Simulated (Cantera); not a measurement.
# Fe2O3 + Cl2 + N2 (chemical vapour transport)

Input: 1 mol Fe2O3, 0.1 mol Cl2, 1.1 mol N2, held at 13.3 mbar.

Equilibrium computed with Cantera from the NASA thermochemical tables; the gas is ideal and each condensed phase is pure. Candidate condensed phases: Fe, FeCl2, FeCl3, FeO, Fe2O3, Fe3O4; 19 gas species. Condensed phases not in the tables: FeOCl. Equilibrium is a limit: real reactors are often held back by kinetics, nucleation or transport.

From 700 K to 1025 K the condensed part is Fe2O3(s). The main Fe-bearing gas is FeCl3 throughout.

```
T (K)   x N2   x Cl2   x FeCl3      x O2  n Fe2O3(s)
-----  -----  ------  --------  --------  ----------
700    0.917  0.0831  0.000119   9.03e-5       1.000
725    0.917  0.0830  0.000200  0.000151       1.000
750    0.917  0.0828  0.000324  0.000245       1.000
775    0.917  0.0826  0.000507  0.000382       1.000
800    0.916  0.0821  0.000767  0.000579       1.000
825    0.916  0.0816   0.00113  0.000852       0.999
850    0.916  0.0808   0.00161   0.00122       0.999
875    0.916  0.0798   0.00224   0.00171       0.999
900    0.916  0.0785   0.00305   0.00234       0.998
925    0.916  0.0769   0.00404   0.00314       0.997
950    0.915  0.0749   0.00522   0.00413       0.997
975    0.915  0.0724   0.00658   0.00534       0.996
1000   0.914  0.0695   0.00810   0.00679       0.995
1025   0.913  0.0662   0.00972   0.00850       0.993
```
x: gas mole fraction; n: condensed amount in mol.
